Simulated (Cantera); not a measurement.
Input: 1 mol Fe, 0.19 mol O2, 50 mol N2, 1.9 mol SO2, equilibrated at 1850 K and 0.133 bar.

These are equilibrium values from Cantera (NASA tables, ideal gas, pure condensed phases), not measurements of a reactor. Candidate condensed phases: Fe, FeO, FeS, FeSO4, FeS2, Fe2O3, Fe2(SO4)3, Fe3O4, S; 19 gas species. The tables' stoichiometric FeO is somewhat more stable than real wüstite, so its field is too wide. FeO: taken at fixed stoichiometry. Rates play no part.

Base state: N2 0.965, SO2 0.0291, SO 0.00325, S2 0.00207, S 0.000137, Fe 5.58e-5, S2O 4.69e-5 (mole fractions); condensed: FeO(l).

**Question.** What changes in the equilibrium state with this change: pressure from 0.133 bar to 4.70 bar?

**Answer.** 
```
species        before     after
-----------  --------  --------
N2              0.965     0.966
SO2            0.0291    0.0299
S2            0.00207   0.00253
SO            0.00325   0.00142
Fe            5.58e-5   6.73e-7
S            0.000137   2.55e-5
S2O           4.69e-5  0.000135
FeO(l), mol     0.997     1.000
```

**Question.** What changes in the equilibrium state with this change: O2 from 0.19 to 0.051 mol?

**Answer.** 
```csv
species,before,after
N2,0.965,0.967
SO2,0.0291,0.0263
SO,0.00325,0.00348
S2,0.00207,0.00332
Fe,5.58e-5,6.60e-5
S2O,4.69e-5,6.37e-5
S,0.000137,0.000174
"FeO(l), mol",0.997,0.996
```
